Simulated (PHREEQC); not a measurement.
Consider water at 47 °C with 0.0062 mol LiNO3 per kg of water. Closed to the air; pH follows from the charge balance.

Computed with PHREEQC (ion-association model, phreeqc.dat).

The ionic strength is 0.00620 mol/kgw and the specific conductance is 994 µS/cm.

```tsv
species	molality	activity	log γ
Li+	0.00620	0.00571	-0.036
NO3-	0.00620	0.00567	-0.039
H+	2.32e-7	2.15e-7	-0.034
OH-	2.32e-7	2.13e-7	-0.038
```

No solid was allowed to form. At this temperature some constants are extrapolated from 25 °C, and those without enthalpy data are left unchanged.
